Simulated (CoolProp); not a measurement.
CH3F (R41) along the isotherm 320 K: density (kg/m³) from the reference equation and from simpler models built on Tc = 317.3 K, pc = 5.906 MPa, ω = 0.200; each cubic takes its own stable root.

Computed with CoolProp (reference Helmholtz-energy equation of state, Lemmon 2006). It is a short technical equation, of lower accuracy than the large ones.

```csv
p (MPa),phase,reference,ideal gas,van der Waals,Redlich-Kwong
0.923,gas,12.58,11.81,12.39,12.48
1.85,gas,27.14,23.66,26.27,26.65
2.77,gas,44.28,35.43,42.01,42.98
3.69,gas,65.59,47.20,60.72,62.72
4.61,gas,94.38,58.97,84.66,88.45
5.54,gas,142.8,70.86,122.2,129.3
6.46,supercritical,401.2,82.63,(withheld),292.3
7.38,supercritical,478.2,94.40,295.9,345.6
8.31,supercritical,508.1,106.3,314.0,(withheld)
9.23,supercritical,527.9,118.1,326.7,391.4
10.2,supercritical,543.9,(withheld),337.2,407.1
11.1,supercritical,556.1,142.0,345.3,419.3
12,supercritical,566.6,153.5,352.4,429.9
12.9,supercritical,575.9,165.0,358.6,439.4
13.8,supercritical,584.3,176.5,364.1,447.9
14.8,supercritical,592.7,189.3,369.7,456.5
```

**Question.** Some entries are withheld; supply them.

**Answer.** 
- 6.46, van der Waals: 261.8
- 8.31, Redlich-Kwong: 372.4
- 10.2, ideal gas: 130.5
